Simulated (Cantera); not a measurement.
A closed system holds: 1 mol Hg, 0.15 mol H2, at 1 atm.

Cantera equilibrium calculation (NASA polynomials, part measured and part estimated; ideal gas, pure solids and liquids). Candidate condensed phases: Hg; 3 gas species. The numbers say what is thermodynamically allowed, not how fast it happens.

x: gas mole fraction; n: condensed amount in mol.

```json
[
 {"T (K)": "523", "x H2": "0.903", "x Hg": "0.0966", "x H": "<1e-12", "n Hg(l)": "0.984"},
 {"T (K)": "598", "x H2": "0.460", "x Hg": "0.540", "x H": "<1e-12", "n Hg(l)": "0.824"},
 {"T (K)": "673", "x H2": "0.130", "x Hg": "0.870", "x H": "<1e-12", "n Hg(l)": "0"},
 {"T (K)": "748", "x H2": "0.130", "x Hg": "0.870", "x H": "<1e-12", "n Hg(l)": "0"},
 {"T (K)": "823", "x H2": "0.130", "x Hg": "0.870", "x H": "[?]", "n Hg(l)": "0"},
 {"T (K)": "898", "x H2": "0.130", "x Hg": "0.870", "x H": "[?]", "n Hg(l)": "0"},
 {"T (K)": "973", "x H2": "0.130", "x Hg": "0.870", "x H": "[?]", "n Hg(l)": "0"},
 {"T (K)": "1048", "x H2": "0.130", "x Hg": "0.870", "x H": "[?]", "n Hg(l)": "0"},
 {"T (K)": "1123", "x H2": "0.130", "x Hg": "0.870", "x H": "[?]", "n Hg(l)": "0"},
 {"T (K)": "1198", "x H2": "0.130", "x Hg": "0.870", "x H": "[?]", "n Hg(l)": "0"},
 {"T (K)": "1273", "x H2": "0.130", "x Hg": "0.870", "x H": "[?]", "n Hg(l)": "0"},
 {"T (K)": "1348", "x H2": "0.130", "x Hg": "0.870", "x H": "[?]", "n Hg(l)": "0"},
 {"T (K)": "1423", "x H2": "0.130", "x Hg": "0.870", "x H": "[?]", "n Hg(l)": "0"},
 {"T (K)": "1498", "x H2": "0.130", "x Hg": "0.870", "x H": "[?]", "n Hg(l)": "0"}
]
```

Question: What belongs in the gaps?

Answer: 
- 823, x H: 2.63e-12
- 898, x H: 3.93e-11
- 973, x H: 3.88e-10
- 1048, x H: 2.77e-9
- 1123, x H: 1.53e-8
- 1198, x H: 6.82e-8
- 1273, x H: 2.56e-7
- 1348, x H: 8.30e-7
- 1423, x H: 2.38e-6
- 1498, x H: 6.17e-6
